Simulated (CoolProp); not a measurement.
Computed with CoolProp (reference Helmholtz-energy equation of state, Thol 2019).

Problem. Give the vapour pressure (kPa), enthalpy of vaporisation (kJ/kg), liquid cp (kJ/(kg K)), surface tension (mN/m) of saturated n-hexane at -5.35, 19.85 °C.

Solution. 
```
T (°C)  p (kPa)  enthalpy of vaporisation (kJ/kg)  liquid cp (kJ/(kg K))  surface tension (mN/m)
------  -------  --------------------------------  ---------------------  ----------------------
-5.35      4.51                               386                   2.16                    21.1
19.85      16.0                               370                   2.25                    18.4
```

Surface tension comes from a separate correlation (Mulero 2012).
